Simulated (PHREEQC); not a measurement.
0.043 g of hydrous ferric oxide (600 m²/g; 0.2 weak and 0.005 strong sites per Fe, Dzombak-Morel constants, diffuse double layer) in 1 kg of water with 0.005 mol/kgw of an inert sodium salt and 9.2e-05 mol/kgw Na2SeO4, at 25 °C; the pH is set by adding NaOH or the inert anion's acid. O2 is buffered at 0.21 atm. No CO2 enters from the air. Nothing may precipitate in this run.

Model: ion-association model, wateq4f.dat, run in PHREEQC.

Question: Predict Se sorbed (%), surface charge σ (C/m²) at pH = 3.67, 7.67.

Answer: 
```
pH    Se sorbed (%)  surface charge σ (C/m²)
----  -------------  -----------------------
3.67           46.3                    0.040
7.67            0.2                    0.004
```

The oxide is taken as insoluble; below pH 4 it would dissolve.
